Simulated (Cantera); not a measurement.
## Equilibrium for titanium nitride, carbide and oxide coatings: Ti + H₂ + C₃H₈

Input: 1 mol Ti, 270 mol H₂, 0.32 mol C₃H₈, at 44.0 Pa.

Method: chemical equilibrium by Gibbs-energy minimisation in Cantera with the NASA 1993 tables (ideal gas, pure condensed phases). Candidate condensed phases: C, C₆H₆, C₇H₈, C₈H₁₈, Ti, TiC; 77 gas species. Mutual solubility and eutectic melting of coexisting phases are not modelled. TiC: taken at fixed stoichiometry. Condensed phases not in the tables: N, O or C dissolved in the metal. The numbers say what is thermodynamically allowed, not how fast it happens.

| T (°C) | x H₂ | x H | x Ti | x C₂H₂ (acetylene) | n Ti(α) | n TiC(s) | n Ti(β) |
|---|---|---|---|---|---|---|---|
| 800 | 1.000 | 6.68e-7 | <1e-12 | <1e-12 | 0.0400 | 0.960 | 0 |
| 950 | 1.000 | 1.43e-5 | 5.66e-10 | <1e-12 | 0 | 0.960 | 0.0400 |
| 1100 | 1.000 | 0.000159 | 8.06e-8 | <1e-12 | 0 | 0.960 | 0.0400 |
| 1250 | 0.999 | 0.00110 | 4.27e-6 | <1e-12 | 0 | 0.960 | 0.0388 |
| 1400 | 0.994 | 0.00541 | 0.000110 | <1e-12 | 0 | 0.960 | 0.0102 |
| 1550 | 0.979 | 0.0204 | 0.000146 | 1.57e-11 | 0 | 0.960 | 0 |
| 1700 | 0.938 | 0.0623 | 0.000143 | 3.06e-8 | 0 | 0.960 | 0 |
x: gas mole fraction; n: condensed amount in mol.

At 800 °C the condensed part is Ti(α) + TiC(s). From 950 °C to 1400 °C the condensed part is Ti(β) + TiC(s). From 1550 °C to 1700 °C the condensed part is TiC(s).
